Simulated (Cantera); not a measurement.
A Cantera script and what it prints.

```python
import numpy as np
import cantera as ct

gas_names = """
    C CO COS CO2 CS CS2 C2 C2O C3 C3O2 C4 C5 Fe FeC5O5 FeO O O2 O3 S SO SO2 SO3 S2 S2O S8
""".split()
cond_names = """
    C(gr) Fe(a) Fe(c) Fe(d) Fe(L) FeC5O5(L) FeO(s) FeO(L) FeS(a) FeS(b) FeS(c) FeS(L) FeSO4(s) FeS2(s)
    Fe2O3(s) Fe2S3O12(s) Fe3O4(s) S(cr1) S(cr2) S(L)
""".split()


# ... load() reads the species with a 1 bar reference pressure and builds the phases ...
atoms = {
    'FeS': {'Fe': 1, 'S': 1},
    'SO2': {'S': 1, 'O': 2},
    'CO2': {'C': 1, 'O': 2},
}
top_T = {'C(gr)': 4500, 'FeSO4(s)': 950, 'FeS2(s)': 1010, 'Fe2O3(s)': 1830, 'Fe2S3O12(s)': 1100, 'Fe3O4(s)': 1870}  # K; cautious upper limits of use, not melting points


# ... equilibrate(T, P, feed) seeds the gas with the atoms and calls Mixture.equilibrate('TP', solver="vcs", rtol=1e-11, max_steps=5000) ...
results = []
feed = {'FeS': 1, 'SO2': 0.5, 'CO2': 1.9}  # mol
P = 170000  # Pa
for T in [825, 925, 1025, 1125, 1225, 1325, 1425, 1525, 1625]:
    mix = equilibrate(T, P, feed)
    results.append((T, P, feed, dict(zip(mix.species_names, mix.species_moles))))

top = {s: max(r[3][s] / sum(r[3][g] for g in gas_names) for r in results) for s in gas_names}
cols = sorted((s for s in top if top[s] > 1e-05), key=lambda s: -top[s])[:8]
seen = [c for c in cond_names if any(r[3].get(c, 0) > 1e-12 for r in results)]
print("log10 of partial pressures in bar; condensed amounts in mol")
print(f"{'T/K':>10s}" + "".join(f"{s[:9]:>10s}" for s in cols + seen))
for T, P, feed, n in results:
    ng = sum(n[g] for g in gas_names)
    print(f"{T:10.4g}" + "".join(f"{np.log10(max(n[s] / ng * P / 1e5, 1e-99)):10.3f}" for s in cols)
          + "".join(f"{n.get(c, 0):10.4g}" for c in seen))
```

It prints:

```
log10 of partial pressures in bar; condensed amounts in mol
       T/K       CO2       SO2        CO        S2        SO       S2O       COS         S    FeO(s)    FeS(c)    FeS(L)   FeS2(s)  Fe3O4(s)
       825     0.177    -0.706    -4.010    -2.919    -6.611    -3.733    -3.832   -12.009         0         0         0    0.6236    0.1255
       925     0.128    -0.459    -3.289    -2.145    -5.462    -3.056    -3.346   -10.147         0    0.9859         0         0  0.004688
      1025     0.127    -0.464    -2.673    -1.931    -4.741    -2.920    -3.121    -8.851         0    0.9767         0         0  0.007756
      1125     0.125    -0.470    -2.169    -1.756    -4.149    -2.809    -2.936    -7.784         0    0.9638         0         0   0.01206
      1225     0.120    -0.475    -1.752    -1.609    -3.654    -2.715    -2.784    -6.890         0    0.9459         0         0   0.01804
      1325     0.111    -0.478    -1.404    -1.485    -3.234    -2.636    -2.660    -6.131         0     0.921         0         0   0.02633
      1425     0.091    -0.472    -1.113    -1.340    -2.859    -2.535    -2.540    -5.458    0.1345    0.8655         0         0         0
      1525     0.061    -0.473    -0.864    -1.189    -2.530    -2.432    -2.427    -4.861    0.2063         0    0.7937         0         0
      1625     0.021    -0.467    -0.672    -1.087    -2.246    -2.360    -2.368    -4.352    0.2859         0    0.7141         0         0
```

Cantera equilibrium calculation (NASA polynomials, part measured and part estimated; ideal gas, pure solids and liquids). Metal and sulfide melt together well below either melting point, which pure phases cannot show. Mutual solubility and eutectic melting of coexisting phases are not modelled. The tables' stoichiometric FeO is somewhat more stable than real wüstite, so its field is too wide. FeO, FeS: taken at fixed stoichiometry. Gases not in the tables: S3 to S7.
